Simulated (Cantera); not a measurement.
An isothermal plug-flow reactor at 998 K and 150000 Pa (inlet), inlet velocity 1.3 m/s, active area per volume 1100 1/m; feed CH₄ : O₂ : N₂ = 0.026 : 0.012 : 0.79 (molar parts), equivalence ratio 4.3.

Model: Deutschmann's 1995 Pt surface mechanism with GRI-Mech 3.0 gas chemistry, integrated in Cantera. Catalytic surfaces can have several steady states; this one follows from the mechanism file's or the stated starting coverage. Mass transfer to the wall is taken as infinitely fast.

x: gas mole fraction; θ: surface coverage.

| z (m) | x CH₄ | x O₂ | x H₂O | x CO₂ | x CO | θ free Pt | θ H* | θ CO* | θ C* |
|---|---|---|---|---|---|---|---|---|---|
| 0.00013 | 0.0280 | 0.00978 | 0.00604 | 5.39e-6 | 0.00333 | 0.494 | 0.00198 | 0.0792 | 0.425 |
| 0.00022 | 0.0270 | … | … | … | … | … | 0.00215 | … | … |
| 0.0004 | 0.0259 | 0.00717 | 0.00915 | 7.04e-6 | 0.00538 | 0.318 | 0.00226 | 0.0517 | 0.628 |
| 0.00071 | 0.0249 | 0.00600 | 0.0105 | 7.44e-6 | 0.00637 | 0.243 | 0.00228 | 0.0354 | 0.719 |
| 0.0013 | 0.0239 | … | 0.0116 | 7.65e-6 | … | … | 0.00221 | … | 0.797 |
| 0.0022 | 0.0232 | 0.00422 | 0.0124 | 7.74e-6 | 0.00801 | 0.136 | 0.00211 | 0.0140 | 0.847 |
| 0.004 | 0.0225 | 0.00352 | 0.0130 | 7.79e-6 | 0.00871 | 0.0999 | 0.00196 | 0.00812 | 0.890 |
| 0.0071 | 0.0219 | 0.00298 | 0.0135 | 7.81e-6 | 0.00928 | 0.0740 | 0.00180 | 0.00474 | 0.919 |
| 0.013 | 0.0213 | 0.00250 | 0.0139 | 7.82e-6 | 0.00981 | 0.0539 | 0.00163 | 0.00266 | 0.942 |

Q: Complete the blanks.

A: 
- 0.00022, x O₂: 0.00853
- 0.00022, x H₂O: 0.00755
- 0.00022, x CO₂: 6.32e-6
- 0.00022, x CO: 0.00428
- 0.00022, θ free Pt: 0.409
- 0.00022, θ CO*: 0.0688
- 0.00022, θ C*: 0.520
- 0.0013, x O₂: 0.00497
- 0.0013, x CO: 0.00730
- 0.0013, θ free Pt: 0.179
- 0.0013, θ CO*: 0.0220
